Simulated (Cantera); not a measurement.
An adiabatic, constant-volume homogeneous reactor starts with H2 : O2 : N2 = 1 : 0.769 : 2.89 (molar parts), equivalence ratio 0.65, at 1500 K and 1.40 bar.

Model: the H2/O2 subset of GRI-Mech 3.0, which has no nitrogen chemistry, integrated in Cantera.

Question: Predict: time of steepest temperature rise; temperature at 2.00 s; equilibrium temperature; x(H2) at 2.00 s; x(O2) at 2.00 s; x(H2O2) at 2.00 s; x(OH) at 2.00 s; x(H) at 2.00 s; x(H2O) at 2.00 s.

Answer: 
| Property | Value |
|---|---|
| time of steepest temperature rise | 9.64 µs |
| temperature at 2.00 s | 2875 K |
| equilibrium temperature | 2875 K |
| x(H2) at 2.00 s | 0.0152 (gas-phase equilibrium 0.0152) |
| x(O2) at 2.00 s | 0.0587 (gas-phase equilibrium 0.0587) |
| x(H2O2) at 2.00 s | 1.07e-6 (gas-phase equilibrium 1.07e-6) |
| x(OH) at 2.00 s | 0.0328 (gas-phase equilibrium 0.0328) |
| x(H) at 2.00 s | 0.00837 (gas-phase equilibrium 0.00837) |
| x(H2O) at 2.00 s | 0.198 (gas-phase equilibrium 0.198) |
